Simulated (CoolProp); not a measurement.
Octamethylcyclotetrasiloxane (D4) at several states: Z from the reference equation and from simpler models built on Tc = 586.5 K, pc = 13.47 bar, ω = 0.598; each cubic takes its own stable root.

The numbers come from the reference Helmholtz-energy equation of state, Thol 2015 in CoolProp.

```json
[
 {"T (K)": "423.1", "p (bar)": "0.35", "phase": "gas", "reference": "0.9684"},
 {"T (K)": "467.8", "p (bar)": "0.211", "phase": "gas", "reference": "0.9871"},
 {"T (K)": "430", "p (bar)": "0.267", "phase": "gas", "reference": "0.9775"},
 {"T (K)": "364.1", "p (bar)": "42.1", "phase": "liquid", "reference": "0.4669"},
 {"T (K)": "377.6", "p (bar)": "0.45", "phase": "liquid", "reference": "0.004956"},
 {"T (K)": "334.6", "p (bar)": "0.158", "phase": "liquid", "reference": "0.001854"}
]
```

### Question
How far does each simpler model (van der Waals, Redlich-Kwong, Peng-Robinson) lie from the reference over these 6 states: mean and median of the absolute difference, and the worst?

### Answer
- van der Waals: mean 12120.6 %, median 34.3 %, worst +53147.0 % at 334.6 K and 0.158 bar
- Redlich-Kwong: mean 12018.5 %, median 8.8 %, worst +52818.0 % at 334.6 K and 0.158 bar
- Peng-Robinson: mean 0.8 %, median 0.4 %, worst -1.9 % at 377.6 K and 0.45 bar

At some of these states van der Waals, Redlich-Kwong gives the other phase, because its saturation line lies elsewhere.
